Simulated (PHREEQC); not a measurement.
**Leach liquor (model solution)**

Dissolve 0.14 mol/kgw H2SO4, 0.014 mol/kgw CuSO4 and 0.00044 mol/kgw Fe2(SO4)3 at 25 °C. Closed to the air; pH follows from the charge balance.

All values are PHREEQC results (ion-association model, phreeqc.dat), not measurements.

```yaml
pH: 0.91
ionic_strength: 0.213 mol/kgw
specific_conductance: 50900 µS/cm
density: 1.008 g/cm³
total_alkalinity: -282 meq/kg
```

```json
[
 {"species": "H+", "molality": "0.156", "activity": "0.124", "log γ": "-0.100"},
 {"species": "HSO4-", "molality": "0.123", "activity": "0.0917", "log γ": "-0.128"},
 {"species": "SO4-2", "molality": "0.0266", "activity": "0.00759", "log γ": "-0.544"},
 {"species": "Cu+2", "molality": "0.00950", "activity": "0.00305", "log γ": "-0.493"},
 {"species": "CuSO4", "molality": "0.00450", "activity": "0.00473", "log γ": "0.021"},
 {"species": "FeSO4+", "molality": "0.000433", "activity": "0.000318", "log γ": "-0.134"},
 {"species": "FeHSO4+2", "molality": "0.000345", "activity": "0.000106", "log γ": "-0.514"},
 {"species": "Fe(SO4)2-", "molality": "7.10e-5", "activity": "5.28e-5", "log γ": "-0.128"}
]
```

No solid was allowed to form. Species that the database lacks are ignored.
